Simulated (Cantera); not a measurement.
A diamond (100) surface in a fixed gas of H2 with x(CH4) = 0.01, x(H) = 0.024, at 975 K, 1300 Pa; coverages are run to steady state.

Cantera simulation using the Harris–Goodwin 1993 mechanism for the reconstructed diamond (100) surface; the numbers are that mechanism's predictions, not measurements.

θ: site fractions in the mechanism's names (c6HH fully hydrogenated, c6H* and c6*H radical sites, c6** diradical, c6HM methylated).

| x(CH3) | growth (µm/h) | θ c6HH | θ c6H* | θ c6*H | θ c6** | θ c6HM |
|---|---|---|---|---|---|---|
| 1e-06 | (withheld) | 0.620 | 0.0162 | 0.356 | 0.00818 | 2.49e-5 |
| 2.1e-06 | (withheld) | 0.620 | 0.0162 | 0.356 | 0.00818 | 5.24e-5 |
| 4.3e-06 | (withheld) | 0.620 | 0.0162 | 0.356 | 0.00818 | 0.000107 |
| 8.8e-06 | (withheld) | 0.620 | 0.0162 | 0.356 | 0.00818 | 0.000219 |
| 1.8e-05 | (withheld) | 0.619 | 0.0162 | 0.356 | 0.00818 | 0.000449 |
| 3.8e-05 | (withheld) | 0.619 | 0.0162 | 0.355 | 0.00817 | 0.000946 |
| 7.8e-05 | (withheld) | 0.618 | 0.0162 | 0.355 | 0.00815 | 0.00194 |
| 0.00016 | (withheld) | 0.616 | 0.0161 | 0.354 | 0.00812 | 0.00397 |
| 0.00033 | (withheld) | 0.613 | 0.0161 | 0.352 | 0.00806 | 0.00813 |

Q: Some entries are withheld; supply them.

A: 
- 1e-06, growth (µm/h): 0.00605
- 2.1e-06, growth (µm/h): 0.0127
- 4.3e-06, growth (µm/h): 0.0260
- 8.8e-06, growth (µm/h): 0.0533
- 1.8e-05, growth (µm/h): 0.109
- 3.8e-05, growth (µm/h): 0.230
- 7.8e-05, growth (µm/h): 0.471
- 0.00016, growth (µm/h): 0.963
- 0.00033, growth (µm/h): 1.97
